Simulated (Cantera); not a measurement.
A counterflow diffusion flame at 100000 Pa, nozzles 20 mm apart: fuel side CH4 : C2H6 = 1 : 0.39 (molar parts) at 323 K, oxidiser side O2 : N2 = 0.26 : 0.74 (molar parts) at 648 K, fuel mass flux 1.2 times the oxidiser's; mixture-averaged transport, no radiation.

Detailed kinetics in Cantera: GRI-Mech 3.0 (53 species, 325 reactions). GRI-Mech 3.0 has no aromatics or soot, which form on the fuel side of real flames. The maximum strain rate includes the flame's own expansion and is several times the mean.

x: mole fraction; the columns are a selection and need not sum to one.

```json
[
 {"oxidiser flux (kg/m²/s)": "0.25", "max strain (1/s)": "253", "mean strain (1/s)": "43.3", "T max (K)": "2349", "peak x OH": "0.0145", "peak x H": "0.00665", "peak x NO": "…", "peak x CO": "0.0903", "peak x C2H2": "0.0325"},
 {"oxidiser flux (kg/m²/s)": "0.33", "max strain (1/s)": "325", "mean strain (1/s)": "57.2", "T max (K)": "2329", "peak x OH": "0.0145", "peak x H": "0.00693", "peak x NO": "…", "peak x CO": "0.0888", "peak x C2H2": "0.0317"},
 {"oxidiser flux (kg/m²/s)": "0.43", "max strain (1/s)": "413", "mean strain (1/s)": "74.6", "T max (K)": "2312", "peak x OH": "0.0145", "peak x H": "0.00719", "peak x NO": "…", "peak x CO": "0.0874", "peak x C2H2": "0.0309"},
 {"oxidiser flux (kg/m²/s)": "0.57", "max strain (1/s)": "535", "mean strain (1/s)": "98.8", "T max (K)": "2297", "peak x OH": "0.0144", "peak x H": "0.00747", "peak x NO": "…", "peak x CO": "0.0861", "peak x C2H2": "0.0300"},
 {"oxidiser flux (kg/m²/s)": "0.75", "max strain (1/s)": "689", "mean strain (1/s)": "130", "T max (K)": "2283", "peak x OH": "0.0144", "peak x H": "0.00777", "peak x NO": "…", "peak x CO": "0.0850", "peak x C2H2": "0.0292"},
 {"oxidiser flux (kg/m²/s)": "0.98", "max strain (1/s)": "884", "mean strain (1/s)": "170", "T max (K)": "2270", "peak x OH": "0.0143", "peak x H": "0.00805", "peak x NO": "…", "peak x CO": "0.0840", "peak x C2H2": "0.0284"},
 {"oxidiser flux (kg/m²/s)": "1.3", "max strain (1/s)": "1150", "mean strain (1/s)": "225", "T max (K)": "2255", "peak x OH": "0.0141", "peak x H": "0.00834", "peak x NO": "…", "peak x CO": "0.0831", "peak x C2H2": "0.0273"},
 {"oxidiser flux (kg/m²/s)": "1.7", "max strain (1/s)": "1470", "mean strain (1/s)": "295", "T max (K)": "2239", "peak x OH": "0.0139", "peak x H": "0.00857", "peak x NO": "…", "peak x CO": "0.0823", "peak x C2H2": "0.0262"}
]
```

### Question
Fill in the missing entries.

### Answer

- 0.25, peak x NO: 0.000579
- 0.33, peak x NO: 0.000524
- 0.43, peak x NO: 0.000480
- 0.57, peak x NO: 0.000438
- 0.75, peak x NO: 0.000402
- 0.98, peak x NO: 0.000368
- 1.3, peak x NO: 0.000331
- 1.7, peak x NO: 0.000294
